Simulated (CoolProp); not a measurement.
Vapour-liquid equilibrium of R134a (1) + R245fa (2) at 280.7 K; x and y are mole fractions of (1).

Model: multi-fluid Helmholtz-energy mixture model, Tillner-Roth 1994 and Akasaka 2015; pair parameters Akasaka 2014, in CoolProp.

Problem. Give the bubble pressure and the first vapour's composition at x = 0.25, 0.35, 0.75. Is there an azeotrope?

Solution. x = 0.25: 148.9 kPa, y = 0.611; x = 0.35: 178.7 kPa, y = 0.714; x = 0.75: 300.8 kPa, y = 0.930. No azeotrope shows between x = 0.05 and 0.95.

Pair parameters are fitted to limited data, so mixtures are less certain than the pure fluids.
